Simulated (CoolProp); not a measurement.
Vapour pressure (kPa) of 1,2-dichloroethane: the reference equation beside estimates from Tc = 561.6 K, pc = 5226 kPa, ω = 0.269. Clausius-Clapeyron is anchored at 403.4 K with a constant enthalpy of vaporisation of 29.27 kJ/mol.

Computed with CoolProp (reference Helmholtz-energy equation of state, Thol 2015).

```
T (K)  reference  Clausius-Clapeyron  van der Waals  Soave-Redlich-Kwong
-----  ---------  ------------------  -------------  -------------------
375.8      178.3               190.6          829.3                176.9
389.6      257.6               265.5           1001                257.1
403.4      361.7               361.7           1194                363.0
417.2      495.3               482.8           1410                499.6
431        663.1               632.6           1649                672.1
444.7      869.0               813.6           1911                884.4
458.5       1121                1032           2200                 1145
472.3       1425                1292           2515                 1460
486.1       1786                1597           2857                 1834
```

Absolute difference from the reference over all 9 rows, mean and median: Clausius-Clapeyron 5.7 and 6.4 %, van der Waals 174.4 and 148.7 %, Soave-Redlich-Kwong 1.4 and 1.4 %.
